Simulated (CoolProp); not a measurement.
Vapour-liquid equilibrium of benzene (1) + o-xylene (2) at 2.84 bar; x and y are mole fractions of (1).

The numbers come from the multi-fluid Helmholtz-energy mixture model, Thol 2012 and Zhou 2012; pair parameters Bell 2016 in CoolProp.

Question: Give the bubble temperature and the first vapour's composition at x = 0.2, 0.35, 0.425. Is there an azeotrope?

Answer: x = 0.2: 438.3 K, y = 0.508; x = 0.35: 423.2 K, y = 0.723; x = 0.425: 417.1 K, y = 0.790. No azeotrope shows between x = 0.05 and 0.95.

Pair parameters are fitted to limited data, so mixtures are less certain than the pure fluids. The gap from Raoult's law changes sign with composition, which may be real or a fault of the pair parameters; it wasn't checked against measurements.
